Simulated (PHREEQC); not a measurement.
Leach liquor (model solution)

Consider water at 64 °C with 6.3 mmol/kgw HCl, 86 mmol/kgw Li2SO4 and 0.24 mmol/kgw Na2SO4. Closed to the air; pH follows from the charge balance.

All values are PHREEQC results (ion-association model, phreeqc.dat), not measurements.

No solid was allowed to form.

Predict the pH, density, ionic strength.

pH 3.07; density 0.989 g/cm³; ionic strength 0.230 mol/kgw.

In which forms is S present?

SO4-2 79 %, LiSO4- 14 %, HSO4- 6.0 % of the S.

Constants without temperature data keep their 25 °C values here.
